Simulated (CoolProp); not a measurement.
Vapour-liquid equilibrium of m-xylene (1) + n-decane (2) at 132.85 °C; x and y are mole fractions of (1).

The numbers come from the multi-fluid Helmholtz-energy mixture model, Zhou 2012 and Lemmon 2006; pair parameters Bell 2016 in CoolProp.

Question: Give the bubble pressure and the first vapour's composition at x = 0.425, 0.725, 0.8. Is there an azeotrope?

Answer: x = 0.425: 54.89 kPa, y = 0.662; x = 0.725: 70.74 kPa, y = 0.871; x = 0.8: 74.74 kPa, y = 0.910. No azeotrope shows between x = 0.05 and 0.95.

The pair parameters rest on a limited set of measurements; away from them the model extrapolates.
